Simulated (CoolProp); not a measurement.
Isohexane along the isotherm 550 K: Z from the reference equation and from simpler models built on Tc = 497.7 K, pc = 3.043 MPa, ω = 0.280; each cubic takes its own stable root.

Computed with CoolProp (reference Helmholtz-energy equation of state, Lemmon 2006). It is a short technical equation, of lower accuracy than the large ones.

| p (MPa) | phase | reference |
|---|---|---|
| 0.0962 | gas | 0.9922 |
| 0.171 | gas | 0.9862 |
| 0.304 | gas | 0.9752 |
| 0.541 | gas | 0.9554 |
| 0.962 | gas | 0.9188 |
| 1.71 | gas | 0.8492 |
| 3.04 | gas | 0.7077 |
| 5.41 | supercritical | 0.4365 |
| 9.62 | supercritical | 0.4865 |
| 17.1 | supercritical | 0.7354 |
| 30.4 | supercritical | 1.167 |

Problem. How far does each simpler model (van der Waals, Redlich-Kwong, Peng-Robinson) lie from the reference over these 11 states: mean and median of the absolute difference, and the worst?

Solution. 
- van der Waals: mean 8.4 %, median 0.4 %, worst +31.6 % at 550 K and 30.4 MPa
- Redlich-Kwong: mean 1.9 %, median 0.6 %, worst +8.5 % at 550 K and 9.62 MPa
- Peng-Robinson: mean 2.2 %, median 1.4 %, worst +7.8 % at 550 K and 5.41 MPa
